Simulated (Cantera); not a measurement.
An isothermal, constant-pressure homogeneous reactor starts with H2 : O2 : N2 = 0.34 : 1 : 0.51 (molar parts), at 1300 K and 10.00 Torr.

Computed with Cantera and the H2/O2 subset of GRI-Mech 3.0, which has no nitrogen chemistry. Radical loss at walls, strong at low pressure, is not modelled. The temperature is held fixed by assumption; the heat of reaction is taken as removed at once.

One state of this run: x H2 = 0.00660; x O2 = 0.462; x OH = 0.00917; x O = 0.0360; x HO2 = 4.73e-6; x H2O = 0.169; x H = 0.0268. x: mole fraction; the columns are a selection and need not sum to one.

Q: Which value of t (s) does it belong to?
(A) 0.0723
(B) 0.659
(C) 0.0166
(D) 1.38

A: C, 0.0166
